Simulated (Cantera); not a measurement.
A closed system holds: 1 mol Fe3O4, 1.1 mol C, 8.7 mol H2, held at 1.00 Torr.

Cantera equilibrium calculation (NASA polynomials, part measured and part estimated; ideal gas, pure solids and liquids). Candidate condensed phases: C, C6H6, C7H8, C8H18, Fe, Fe(CO)5, FeO, Fe(OH)2, Fe(OH)3, Fe2O3, Fe3O4, H2O; 114 gas species. Each liquid is taken as pure. Mutual solubility and eutectic melting of coexisting phases are not modelled. The tables' stoichiometric FeO is somewhat more stable than real wüstite, so its field is too wide. FeO: taken at fixed stoichiometry. Kinetics and transport are ignored.

### Question
What share of the Fe ends up in condensed phases as a function of T (K), at 1673, 1723, 1773, 1823, 1873, 1923, 1973, 2023, 2073, 2123?

### Answer
```json
[
 {"T (K)": "1673", "Fe condensed (%)": "99.0", "as": "Fe(δ)"},
 {"T (K)": "1723", "Fe condensed (%)": "97.7", "as": "Fe(δ) + FeO(l)"},
 {"T (K)": "1773", "Fe condensed (%)": "95.0", "as": "Fe(δ) + FeO(l)"},
 {"T (K)": "1823", "Fe condensed (%)": "89.6", "as": "Fe(l) + FeO(l)"},
 {"T (K)": "1873", "Fe condensed (%)": "79.1", "as": "Fe(l) + FeO(l)"},
 {"T (K)": "1923", "Fe condensed (%)": "58.4", "as": "Fe(l) + FeO(l)"},
 {"T (K)": "1973", "Fe condensed (%)": "15.4", "as": "Fe(l) + FeO(l)"},
 {"T (K)": "2023", "Fe condensed (%)": "0.0", "as": "-"},
 {"T (K)": "2073", "Fe condensed (%)": "0.0", "as": "-"},
 {"T (K)": "2123", "Fe condensed (%)": "0.0", "as": "-"}
]
```
